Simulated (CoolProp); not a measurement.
R1234ze(Z) along the isotherm 166.85 °C: fugacity coefficient from the reference equation and from simpler models built on Tc = 150.1 °C, pc = 35.31 bar, ω = 0.327; each cubic takes its own stable root.

The numbers come from the reference Helmholtz-energy equation of state, Akasaka 2019 in CoolProp.

```tsv
p (bar)	phase	reference
28.3	gas	0.7515
56.7	supercritical	0.5165
85	supercritical	0.3887
113	supercritical	0.3253
142	supercritical	0.2873
170	supercritical	0.2643
198	supercritical	0.2492
227	supercritical	0.2389
255	supercritical	0.2325
283	supercritical	0.2287
312	supercritical	0.2268
340	supercritical	0.2266
```

Q: How far does each simpler model (van der Waals, Redlich-Kwong, Soave-Redlich-Kwong, Peng-Robinson) lie from the reference over these 12 states: mean and median of the absolute difference, and the worst?

A: 
- van der Waals: mean 35.8 %, median 34.7 %, worst +72.6 % at 166.85 °C and 340 bar
- Redlich-Kwong: mean 14.1 %, median 14.8 %, worst +25.0 % at 166.85 °C and 340 bar
- Soave-Redlich-Kwong: mean 18.6 %, median 19.6 %, worst +30.8 % at 166.85 °C and 340 bar
- Peng-Robinson: mean 7.0 %, median 7.9 %, worst +11.4 % at 166.85 °C and 340 bar
